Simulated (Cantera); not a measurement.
Feed: 1 mol Si3N4, 1.3 mol CO2, 4.7 mol H2, equilibrated at 627 °C and 1.00 bar.

Method: chemical equilibrium by Gibbs-energy minimisation in Cantera with the NASA 1993 tables (ideal gas, pure condensed phases). Candidate condensed phases: C, C6H6, C7H8, C8H18, H2O, Si, SiC, SiO2, Si2N2O, Si3N4; 151 gas species. Equilibrium is a limit: real reactors are often held back by kinetics, nucleation or transport.

Base state: H2 0.678, N2 0.178, CH4 0.144, NH3 0.000285, H2O 3.24e-5, CO 1.97e-5 (mole fractions); condensed: C(graphite) + SiO2(β-quartz) + Si2N2O(s).

Q: What changes in the equilibrium state with this change: temperature from 627 °C to 1527 °C?

A: 
```csv
species,before,after
H2,0.678,0.729
CO,1.97e-5,0.180
N2,0.178,0.0875
CH4,0.144,0.000368
SiO,<1e-9,0.00123
H,<1e-9,0.000306
C2H2 (acetylene),<1e-9,0.000104
"C(graphite), mol",0.601,0
"SiO2(β-quartz), mol",0.733,0
"Si2N2O(s), mol",1.13,1.43
"SiC(s), mol",0,0.127
```
Mutual solubility and eutectic melting of coexisting phases are not modelled.

Q: What changes in the equilibrium state with this change: temperature from 627 °C to 875 °C?

A: 
```csv
species,before,after
H2,0.678,0.824
N2,0.178,0.157
CH4,0.144,0.0161
CO,1.97e-5,0.00321
HCN,3.03e-7,1.47e-5
NH3,0.000285,7.28e-5
H2O,3.24e-5,0.000127
"C(graphite), mol",0.601,1.19
"SiO2(β-quartz), mol",0.733,0.721
"Si2N2O(s), mol",1.13,1.14
```
Mutual solubility and eutectic melting of coexisting phases are not modelled. The tables hold silica as quartz up to 1696 K and as liquid above; real silica turns to tridymite and cristobalite and melts near 1996 K.
